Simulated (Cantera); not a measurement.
What does this Cantera script print?

```python
import numpy as np
import cantera as ct

gas = ct.Solution("gri30.yaml")
gas.TPX = 1725, 2666, {'C2H6': 1, 'N2': 150}
reactor = ct.IdealGasConstPressureReactor(gas, energy="off", clone=False)
net = ct.ReactorNet([reactor])
net.rtol, net.atol = 1e-08, 1e-18
show = ['C2H6', 'C2H', 'HCN', 'CH3', 'CH2', 'H2', 'C2H4']
times = np.geomspace(0.0002, 4, 15)

steps = ct.SolutionArray(gas, extra=["t"])
rows = []
print(f"{'t/s':>10s}{'T/K':>9s}{'P/Pa':>11s}" + "".join(f"{s:>11s}" for s in show))
for t in times:
    while net.time < t:
        t_next = net.step()
        steps.append(gas.state, t=t_next)
    rows.append([np.interp(t, steps.t, y) for y in (steps.T, steps.P, *steps(*show).X.T)])
    print(f"{t:10.3e}{rows[-1][0]:9.1f}{rows[-1][1]:11.4g}" + "".join(f"{x:11.3e}" for x in rows[-1][2:]))
rate = np.gradient(steps.T, steps.t)
print("integrator steps:", len(steps.t))
if steps.T.max() > steps.T[0] + 200:
    print(f"time of steepest temperature rise: {steps.t[rate.argmax()]:.4e} s")
gas.TPX = 1725, 2666, {'C2H6': 1, 'N2': 150}
gas.equilibrate("TP")
print(f"equilibrium (TP): T = {gas.T:.1f} K  " + "  ".join(f"{s} {gas[s].X[0]:.3e}" for s in show))
```

It prints:

```
       t/s      T/K       P/Pa       C2H6        C2H        HCN        CH3        CH2         H2       C2H4
 2.000e-04   1725.0       2666  4.762e-03  1.736e-10  4.027e-08  3.092e-03  7.988e-06  1.517e-04  2.052e-04
 4.057e-04   1725.0       2666  2.854e-03  6.590e-08  1.594e-06  4.525e-03  2.454e-05  1.095e-03  1.171e-03
 8.231e-04   1725.0       2666  6.693e-04  1.108e-06  1.059e-05  4.055e-03  3.559e-05  3.866e-03  2.608e-03
 1.670e-03   1725.0       2666  3.819e-05  2.106e-06  2.798e-05  1.690e-03  2.532e-05  7.713e-03  2.052e-03
 3.388e-03   1725.0       2666  3.083e-06  1.628e-06  4.196e-05  6.167e-04  1.186e-05  1.031e-02  8.354e-04
 6.872e-03   1725.0       2666  7.766e-07  1.125e-06  5.043e-05  3.037e-04  5.576e-06  1.151e-02  2.398e-04
 1.394e-02   1725.0       2666  2.865e-07  8.176e-07  5.624e-05  1.767e-04  2.817e-06  1.204e-02  5.558e-05
 2.828e-02   1725.0       2666  1.183e-07  6.206e-07  6.074e-05  1.095e-04  1.477e-06  1.231e-02  1.624e-05
 5.738e-02   1725.0       2666  5.082e-08  4.875e-07  6.445e-05  6.971e-05  7.893e-07  1.248e-02  6.583e-06
 1.164e-01   1725.0       2666  2.235e-08  3.973e-07  6.767e-05  4.522e-05  4.344e-07  1.262e-02  2.942e-06
 2.362e-01   1725.0       2666  1.000e-08  3.407e-07  7.070e-05  2.981e-05  2.515e-07  1.272e-02  1.382e-06
 4.791e-01   1725.0       2666  4.459e-09  3.135e-07  7.392e-05  1.976e-05  1.556e-07  1.281e-02  6.705e-07
 9.719e-01   1725.0       2666  1.824e-09  3.112e-07  7.792e-05  1.263e-05  9.965e-08  1.289e-02  3.266e-07
 1.972e+00   1725.0       2666  5.928e-10  3.260e-07  8.327e-05  7.235e-06  6.017e-08  1.294e-02  1.658e-07
 4.000e+00   1725.0       2666  1.342e-10  3.485e-07  8.987e-05  3.465e-06  3.094e-08  1.298e-02  1.068e-07
integrator steps: 1082
equilibrium (TP): T = 1725.0 K  C2H6 4.144e-15  C2H 2.788e-08  HCN 1.219e-02  CH3 1.746e-08  CH2 1.852e-10  H2 1.301e-02  C2H4 6.122e-09
```

Model: GRI-Mech 3.0 (53 species, 325 reactions), integrated in Cantera. GRI-Mech 3.0 stops at C3 and has no aromatics, soot or wall deposition, so with more carbon than oxygen in the feed, carbon stays in small species such as C2H2 where larger ones or solid carbon would form. Radical loss at walls, strong at low pressure, is not modelled.
